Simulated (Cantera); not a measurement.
Input (Python, Cantera) and output of one run.

```python
import numpy as np
import cantera as ct

gas_names = """
    H HO2 H2 H2O H2O2 Hg O OH O2 O3
""".split()
cond_names = """
    H2O(s) H2O(L) Hg(cr) Hg(L) HgO(s)
""".split()


# ... load() reads the species with a 1 bar reference pressure and builds the phases ...
atoms = {
    'HgO': {'Hg': 1, 'O': 1},
    'H2': {'H': 2},
}
top_T = {}  # K; cautious upper limits of use, not melting points


# ... equilibrate(T, P, feed) seeds the gas with the atoms and calls Mixture.equilibrate('TP', solver="vcs", rtol=1e-11, max_steps=5000) ...
results = []
feed = {'HgO': 1, 'H2': 0.9}  # mol
T = 1223.15  # K
P = 23000  # Pa
mix = equilibrate(T, P, feed)
results.append((T, P, feed, dict(zip(mix.species_names, mix.species_moles))))
print(gas.report(threshold=0.001))
for i in range(1, mix.n_phases):
    print(f"{mix.phase(i).name:16s} {mix.phase_moles(i):12.5e} mol")
```

It prints:

```
       temperature   1223.2 K
          pressure   23000 Pa
           density   0.2533 kg/m^3
  mean mol. weight   112 kg/kmol
   phase of matter   gas

                          1 kg             1 kmol
                     ---------------   ---------------
          enthalpy       -4.7392e+05       -5.3081e+07  J
   internal energy       -5.6472e+05        -6.325e+07  J
           entropy            2155.4        2.4141e+05  J/K
    Gibbs function       -3.1103e+06       -3.4836e+08  J
 heat capacity c_p            285.57             31985  J/K
 heat capacity c_v            211.34             23670  J/K

                      mass frac. Y      mole frac. X     chem. pot. / RT
                     ---------------   ---------------   ---------------
               H2O          0.074235           0.46153           -51.553
                Hg           0.91844           0.51282           -18.785
                O2         0.0073248          0.025639           -32.278
     [   +7 minor]        1.1408e-06         7.616e-06

Hg(L)             0.00000e+00 mol
```

Cantera equilibrium calculation (NASA polynomials, part measured and part estimated; ideal gas, pure solids and liquids).
